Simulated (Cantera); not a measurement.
## Dilute partial oxidation

A perfectly stirred reactor is fed with CH4 : O2 : N2 = 0.0096 : 0.006 : 1 (molar parts), at 10.0 bar; it is held at 923 K, and followed from long to short residence time.

Cantera simulation using GRI-Mech 3.0 (53 species, 325 reactions); the numbers are that mechanism's predictions, not measurements.

```
τ (s)     x CH4     x O2     x CO2    x NO     x CH2
------  -------  -------  --------  ------  --------
4.5     0.00574  0.00120  0.000741  <1e-12    <1e-12
2.2     0.00608  0.00170  0.000538  <1e-12    <1e-12
1.1     0.00659  0.00239  0.000343  <1e-12  1.47e-12
0.56    0.00733  0.00338  0.000164  <1e-12  1.76e-12
0.28    0.00945  0.00591  1.13e-12  <1e-12    <1e-12
0.14    0.00945  0.00591    <1e-12  <1e-12    <1e-12
0.071   0.00945  0.00591    <1e-12  <1e-12    <1e-12
0.036   0.00945  0.00591    <1e-12  <1e-12    <1e-12
0.018   0.00945  0.00591    <1e-12  <1e-12    <1e-12
0.0090  0.00945  0.00591    <1e-12  <1e-12    <1e-12
0.0045  0.00945  0.00591    <1e-12  <1e-12    <1e-12
```
x: mole fraction; the columns are a selection and need not sum to one.
